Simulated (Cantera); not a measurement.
Input: 1 mol Si3H8, 9.3 mol N2, held at 1698.15 K and 0.900 Torr.

Method: chemical equilibrium by Gibbs-energy minimisation in Cantera with the NASA 1993 tables (ideal gas, pure condensed phases). Candidate condensed phases: Si, Si3N4; 18 gas species. The feed counts by its element totals alone. Rates play no part.

Task: What is the equilibrium state?

Result: 
* **x(N2)**: 0.698
* **x(H2)**: 0.299
* **x(H)**: 0.00229
* **x(Si)**: 0.000549
* **x(Si2N)**: 1.75e-5
* **x(SiH)**: 1.62e-5
* **x(SiN)**: 9.67e-6
* **x(SiH2)**: 4.18e-6
* **x(Si2)**: 2.39e-6
* **n(Si(l))**: 2.99 mol
* **gas amount**: 13.32 mol
